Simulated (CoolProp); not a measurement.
Vapour pressure (bar) of chlorine: the reference equation beside estimates from Tc = 416.9 K, pc = 76.42 bar, ω = 0.070. Clausius-Clapeyron is anchored at 316 K with a constant enthalpy of vaporisation of 16.52 kJ/mol.

The numbers come from the reference Helmholtz-energy equation of state, Thol 2021 in CoolProp.

```
T (K)  reference  Lee-Kesler  Clausius-Clapeyron  van der Waals  Redlich-Kwong  Soave-Redlich-Kwong  Peng-Robinson
-----  ---------  ----------  ------------------  -------------  -------------  -------------------  -------------
316        12.23       12.14               12.23          22.73          12.65                12.19          12.13
320        13.44       13.33               13.23          24.14          13.91                13.39          13.32
324        14.74       14.60               14.28          25.60          15.25                14.68          14.59
327.9      16.09       15.92               15.36          27.08          16.64                16.03          15.92
331.9      17.56       17.36               16.53          28.66          18.16                17.49          17.36
335.8      19.09       18.86               17.72          30.25          19.74                19.02          18.87
339.8      20.75       20.48               18.99          31.93          21.44                20.67          20.51
343.8      22.51       22.21               20.33          33.68          23.25                22.43          22.24
347.7      24.33       23.99               21.69          35.43          25.10                24.25          24.04
351.7      26.29       25.91               23.15          37.30          27.11                26.22          25.99
355.6      28.32       27.90               24.63          39.17          29.17                28.24          28.00
359.6      30.50       30.05               26.21          41.15          31.39                30.44          30.17
```

Absolute difference from the reference over all 12 rows, mean and median: Lee-Kesler 1.2 and 1.3 %, Clausius-Clapeyron 7.5 and 7.8 %, van der Waals 57.8 and 56.2 %, Redlich-Kwong 3.3 and 3.4 %, Soave-Redlich-Kwong 0.3 and 0.4 %, Peng-Robinson 1.1 and 1.1 %.
